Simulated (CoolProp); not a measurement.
1000 sccm (0 °C, 1 atm) of nitrogen bubbles through liquid water at 352.9 K and leaves saturated at a total pressure of 0.15 MPa (ideal gas phase). Each further row changes one setting.

Values from CoolProp's reference Helmholtz-energy equation of state, Wagner 2002.

| case | vapour pressure (kPa) | mole fraction of vapour | delivery (mg/min) | delivery (sccm) | change of delivery for a bath 1 K warmer (%) |
|---|---|---|---|---|---|
| as stated | 46.9 | 0.313 | 366 | 455 | 6.1 |
| bath temperature 357.9 K | 57.3 | 0.382 | 497 | 618 | 6.6 |
| total pressure 0.3 MPa | 46.9 | 0.156 | 149 | 185 | 4.9 |
